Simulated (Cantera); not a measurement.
Input: 1 mol Si, 5.9 mol H2, 1.2 mol Cl2, at 1123 K and 0.100 bar.

Method: chemical equilibrium by Gibbs-energy minimisation in Cantera with the NASA 1993 tables (ideal gas, pure condensed phases). Candidate condensed phases: Si; 19 gas species. The tables' values for SiCl3 are old estimates; treat these amounts as uncertain. Kinetics and transport are ignored.

Base state: H2 0.866, SiCl4 0.0591, HCl 0.0443, SiHCl3 0.0198, SiCl2 0.00479, SiCl3 0.00478, SiH2Cl2 0.000813 (mole fractions); condensed: Si(s).

Q: What changes in the equilibrium state with this change: Cl2 from 1.2 to 2 mol?

A: 
```
species       before     after
----------  --------  --------
H2             0.866     0.807
SiCl4         0.0591     0.101
HCl           0.0443    0.0495
SiHCl3        0.0198    0.0283
SiCl3        0.00478   0.00706
SiCl2        0.00479   0.00612
SiH2Cl2     0.000813  0.000967
Si(s), mol     0.414         0
```

Q: What changes in the equilibrium state with this change: temperature from 1123 K to 775 K?

A: 
| species | before | after |
|---|---|---|
| H2 | 0.866 | 0.899 |
| SiCl4 | 0.0591 | 0.0722 |
| SiHCl3 | 0.0198 | 0.0266 |
| HCl | 0.0443 | 0.00158 |
| SiCl2 | 0.00479 | 2.62e-6 |
| SiCl3 | 0.00478 | 3.65e-5 |
| Si(s), mol | 0.414 | 0.357 |
